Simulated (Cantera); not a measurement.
An isothermal, constant-pressure homogeneous reactor starts with CH₂O : O₂ : N₂ = 0.0055 : 0.0024 : 1 (molar parts), at 900 K and 5.00 bar. Integrator tolerance rtol = 1e-08.

Model: GRI-Mech 3.0 (53 species, 325 reactions), integrated in Cantera. Below about 1000 K GRI-Mech 3.0 lacks low-temperature oxidation paths.

Q: What does this change do: temperature 900 to 1348 K?

A: 
```csv
quantity,before,after
x(CH₂O) at 4.00 s,2.12e-10 (gas-phase equilibrium 2.68e-11),2.12e-11 (gas-phase equilibrium 2.12e-11)
x(O₂) at 4.00 s,0.000256 (gas-phase equilibrium <1e-12),<1e-12 (gas-phase equilibrium <1e-12)
x(CH₃) at 4.00 s,<1e-12 (gas-phase equilibrium <1e-12),<1e-12 (gas-phase equilibrium <1e-12)
x(NO) at 4.00 s,1.40e-12 (gas-phase equilibrium <1e-12),3.61e-8 (gas-phase equilibrium 1.26e-10)
x(CH₂CO) at 4.00 s,3.89e-12 (gas-phase equilibrium <1e-12),<1e-12 (gas-phase equilibrium <1e-12)
x(C₂H₂) at 4.00 s,<1e-12 (gas-phase equilibrium <1e-12),<1e-12 (gas-phase equilibrium <1e-12)
x(CO₂) at 4.00 s,0.000601 (gas-phase equilibrium 0.00292),0.00188 (gas-phase equilibrium 0.00193)
```
